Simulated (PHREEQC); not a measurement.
**Reverse-osmosis reject**

Synthetic water in mg/kgw, 25 °C, pH 7.04, pe 0.2:

```csv
constituent,mg/kgw
Na,2950
K,14
Ca,16.2
Mg,96.3
Cl,4060
S(6) as SO4,1080
Alkalinity as HCO3,0.00451
F,5.7
Br,16.9
Sr,11.7
```

Valence states are taken as typed.

The numbers come from PHREEQC with the ion-association model, wateq4f.dat.

This is a speciation only: nothing precipitates in the calculation.

Task: Estimate the charge-balance error.

Result: charge-balance error 0.1 %.

Task: In which forms is K present?

Result: K+ 98 %, KSO4- 1.9 % of the K.
